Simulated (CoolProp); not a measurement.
Vapour-liquid equilibrium of dimethyl ether (1) + n-pentane (2) at 0.856 MPa; x and y are mole fractions of (1).

The numbers come from the multi-fluid Helmholtz-energy mixture model, Wu 2011 and Thol 2019; pair parameters Bell 2016 in CoolProp.

```csv
x,"bubble temperature, mixture model (°C)","bubble temperature, Raoult's law (°C)","y, mixture model","y, Raoult's law"
0.05,111.6,107.7,0.133,0.221
0.125,101.7,96.0,0.334,0.446
0.2,91.1,86.6,0.513,0.595
0.275,80.9,78.7,0.652,0.698
0.35,71.9,72.1,0.750,0.772
0.425,64.4,66.3,0.817,0.828
0.5,58.5,61.2,0.862,0.870
0.575,53.9,56.8,0.894,0.903
0.65,50.3,52.8,0.917,0.929
0.725,47.3,49.2,0.935,0.950
0.8,44.8,45.9,0.952,0.967
0.875,42.4,43.0,0.968,0.981
0.95,40.1,40.2,0.986,0.993
```

The largest gap from Raoult's law is +5.7 K in bubble temperature, at x = 0.125. No azeotrope shows between x = 0.05 and 0.95.

The pair parameters rest on a limited set of measurements; away from them the model extrapolates. The gap from Raoult's law changes sign with composition, which may be real or a fault of the pair parameters; it wasn't checked against measurements.
